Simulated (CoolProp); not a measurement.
Normal hydrogen along the isobar 7020 kPa: fugacity coefficient from the reference equation and from simpler models built on Tc = 33.1 K, pc = 1296 kPa, ω = -0.219; each cubic takes its own stable root.

The numbers come from the reference Helmholtz-energy equation of state, Leachman 2009 in CoolProp.

```tsv
T (K)	phase	reference	Redlich-Kwong	Soave-Redlich-Kwong	Peng-Robinson
24.1	liquid	0.08351	[?]	0.07854	0.07222
41.9	supercritical	0.4579	0.5083	0.4495	0.4036
59.8	supercritical	0.7783	0.8424	0.7482	[?]
77.6	supercritical	0.9254	0.9723	0.8934	0.8293
95.4	supercritical	0.9913	1.024	0.9635	0.9065
113.2	supercritical	1.023	1.046	0.9995	0.9498
131.1	supercritical	1.038	1.055	1.019	0.9757
148.9	supercritical	1.046	[?]	1.030	0.9917
166.7	supercritical	1.049	[?]	1.036	1.002
184.6	supercritical	1.050	1.057	1.039	1.009
202.4	supercritical	1.050	[?]	1.040	1.013
220.2	supercritical	1.049	1.053	1.041	1.016
238.1	supercritical	1.048	1.051	1.041	1.019
255.9	supercritical	1.046	1.049	1.040	1.020
273.7	supercritical	1.045	1.047	1.039	1.021
```

Task: What belongs in the gaps?

Result: 
- 24.1, Redlich-Kwong: 0.04692
- 59.8, Peng-Robinson: 0.6825
- 148.9, Redlich-Kwong: 1.058
- 166.7, Redlich-Kwong: 1.059
- 202.4, Redlich-Kwong: 1.056
